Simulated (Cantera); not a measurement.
A closed system holds: 1 mol Fe₂O₃, 240 mol H₂, 0.071 mol H₂O, held at 1.00 bar.

Cantera equilibrium calculation (NASA polynomials, part measured and part estimated; ideal gas, pure solids and liquids). Candidate condensed phases: Fe, FeO, Fe(OH)₂, Fe(OH)₃, Fe₂O₃, Fe₃O₄, H₂O; 12 gas species. The numbers say what is thermodynamically allowed, not how fast it happens.

### Question
Which condensed phases are stable at each of these points (T (°C)): 550, 700, 850, 1000, 1150, 1300, 1450, 1600, 1750, 1900?

### Answer
```
T (°C)  condensed phases  Fe condensed (%)
------  ----------------  ----------------
550                Fe(α)             100.0
700                Fe(α)             100.0
850                Fe(α)             100.0
1000               Fe(γ)             100.0
1150               Fe(γ)             100.0
1300               Fe(γ)             100.0
1450               Fe(δ)              99.9
1600               Fe(l)              99.0
1750               Fe(l)              94.3
1900               Fe(l)              73.9
```

From 550 °C to 850 °C the condensed part is Fe(α). From 1000 °C to 1300 °C the condensed part is Fe(γ). At 1450 °C the condensed part is Fe(δ). From 1600 °C to 1900 °C the condensed part is Fe(l).
